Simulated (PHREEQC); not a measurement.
Consider water at 20 °C with 0.0085 mol H2SO4 and 0.0036 mol KH2PO4 per kg of water. Closed to the air; pH follows from the charge balance.

Computed with PHREEQC (ion-association model, phreeqc.dat).

Precipitation was switched off in this run.

Task: Estimate the pH.

Result: pH 1.98.

Task: In which forms is S present?

Result: SO4-2 62 %, HSO4- 38 %, KSO4- 0.8 % of the S.
